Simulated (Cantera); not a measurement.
An isothermal, constant-pressure homogeneous reactor starts with 30.3 % C3H8, 69.6 % H2, 0.112 % N2, at 1325 K and 0.132 atm.

Computed with Cantera and GRI-Mech 3.0 (53 species, 325 reactions). GRI-Mech 3.0 was tuned for natural gas; its chemistry of propane as a main component is partial and can be far from experiment. GRI-Mech 3.0 stops at C3 and has no aromatics, soot or wall deposition, so with more carbon than oxygen in the feed, carbon stays in small species such as C2H2 where larger ones or solid carbon would form.

x: mole fraction; the columns are a selection and need not sum to one.

```csv
t (s),x C3H8,x H2,x C2H6,x CH4,x C2H4,x H,x C2H
1.00e-5,0.302,0.696,1.29e-5,6.09e-5,0.000146,[?],<1e-12
2.86e-5,0.301,0.695,7.97e-5,0.000599,0.00111,[?],<1e-12
8.18e-5,0.293,0.691,0.000531,0.00511,0.00705,[?],<1e-12
0.000234,0.260,0.676,0.00293,0.0259,0.0317,5.37e-5,2.75e-12
0.000669,0.181,0.638,0.00806,0.0770,0.0908,[?],3.37e-11
0.00191,0.0653,0.584,0.0111,0.156,0.177,[?],2.88e-10
0.00548,0.00558,0.561,0.00531,0.198,0.211,[?],7.86e-10
0.0157,0.000221,0.566,0.00185,0.199,0.198,[?],4.97e-10
0.0448,4.44e-6,0.573,0.000739,0.197,0.178,[?],3.68e-10
0.128,1.34e-6,0.585,0.000425,0.192,0.146,[?],4.32e-10
0.367,7.04e-7,0.603,0.000279,0.184,0.0945,[?],5.83e-10
1.05,2.49e-7,0.619,0.000142,0.177,0.0460,[?],6.13e-10
3.00,1.33e-7,0.625,9.42e-5,0.175,0.0297,[?],5.74e-10
```

**Question.** Some entries are withheld; supply them.

**Answer.** 
- 1.00e-5, x H: 6.89e-6
- 2.86e-5, x H: 1.81e-5
- 8.18e-5, x H: 3.99e-5
- 0.000669, x H: 5.81e-5
- 0.00191, x H: 6.60e-5
- 0.00548, x H: 4.43e-5
- 0.0157, x H: 1.51e-5
- 0.0448, x H: 7.64e-6
- 0.128, x H: 6.06e-6
- 0.367, x H: 5.44e-6
- 1.05, x H: 4.42e-6
- 3.00, x H: 3.85e-6
